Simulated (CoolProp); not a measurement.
500 sccm (0 °C, 1 atm) of nitrogen bubbles through liquid methanol at 321.3 K and leaves saturated at a total pressure of 0.15 MPa (ideal gas phase). Each further row changes one setting.

Model: reference Helmholtz-energy equation of state, de Reuck 1993, in CoolProp.

```json
[
 {"case": "as stated", "vapour pressure (kPa)": "51.4", "mole fraction of vapour": "(withheld)", "delivery (mg/min)": "372", "delivery (sccm)": "(withheld)", "change of delivery for a bath 1 K warmer (%)": "7.0"},
 {"case": "bath temperature 326.3 K", "vapour pressure (kPa)": "63.7", "mole fraction of vapour": "0.425", "delivery (mg/min)": "528", "delivery (sccm)": "370", "change of delivery for a bath 1 K warmer (%)": "(withheld)"},
 {"case": "total pressure 0.3 MPa", "vapour pressure (kPa)": "51.4", "mole fraction of vapour": "0.171", "delivery (mg/min)": "(withheld)", "delivery (sccm)": "103", "change of delivery for a bath 1 K warmer (%)": "(withheld)"}
]
```

**Question.** What belongs in the gaps?

**Answer.** 
- as stated, mole fraction of vapour: 0.342
- as stated, delivery (sccm): 260
- bath temperature 326.3 K, change of delivery for a bath 1 K warmer (%): 7.8
- total pressure 0.3 MPa, delivery (mg/min): 148
- total pressure 0.3 MPa, change of delivery for a bath 1 K warmer (%): 5.5
